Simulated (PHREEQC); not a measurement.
Make-up at 82 °C: 0.021 mol H2SO4 per kg of water. Closed to the air; pH follows from the charge balance.

Equilibrium calculation in PHREEQC: Pitzer model, pitzer.dat.

| quantity | before | after |
|---|---|---|
| ionic strength (mol/kgw) | 0.0272 | 0.0150 |
| HSO4- (mol/kgw) | 0.0179 | 0.00826 |
| SO4-2 (mol/kgw) | 0.00312 | 0.00224 |

Q: Name the change that produced these shifts.
(A) diluted 2-fold with water
(B) H2SO4 from 0.021 to 0.105 mol/kgw
(C) temperature from 82 to 65 °C
(D) H2SO4 from 0.021 to 0.0231 mol/kgw
(E) temperature from 82 to 15 °C

A: A, diluted 2-fold with water

Precipitation was switched off in this run. Constants without temperature data keep their 25 °C values here.
